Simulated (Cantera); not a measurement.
Cantera run:

```python
import numpy as np
import cantera as ct

gas_names = """
    H HO2 H2 H2O H2O2 O OH O2 O3 V VO VO2
""".split()
cond_names = """
    H2O(s) H2O(L) V(cr) V(L) VO(s) VO(L) V2O3(s) V2O3(L) V2O4(I) V2O4(II) V2O4(L) V2O5(s) V2O5(L)
""".split()


# ... load() reads the species with a 1 bar reference pressure and builds the phases ...
atoms = {
    'V2O5': {'V': 2, 'O': 5},
    'H2': {'H': 2},
    'H2O': {'H': 2, 'O': 1},
}
top_T = {}  # K; cautious upper limits of use, not melting points


# ... equilibrate(T, P, feed) seeds the gas with the atoms and calls Mixture.equilibrate('TP', solver="vcs", rtol=1e-11, max_steps=5000) ...
results = []
feed = {'V2O5': 1, 'H2': 51, 'H2O': 0.05}  # mol
T = 1175  # K
P = 1000  # Pa
mix = equilibrate(T, P, feed)
results.append((T, P, feed, dict(zip(mix.species_names, mix.species_moles))))
x = sorted(zip(gas.X, gas.species_names), reverse=True)
print(f"T = {T:g} K  P = {P:g} Pa  gas = {mix.phase_moles(0):.4g} mol")
print("   x: " + "  ".join(f"{s} {v:.3e}" for v, s in x if v > 1e-05))
print("   condensed (mol): " + ("  ".join(f"{mix.phase(i).name} {mix.phase_moles(i):.4g}"
      for i in range(1, mix.n_phases) if mix.phase_moles(i) > 1e-12) or "none"))
```

Output:

```
T = 1175 K  P = 1000 Pa  gas = 51.05 mol
   x: H2 9.598e-01  H2O 4.016e-02
   condensed (mol): V2O3(s) 1
```

Method: chemical equilibrium by Gibbs-energy minimisation in Cantera with the NASA 1993 tables (ideal gas, pure condensed phases). Condensed phases not in the tables: the oxides between V2O3 and V2O5 other than VO2.
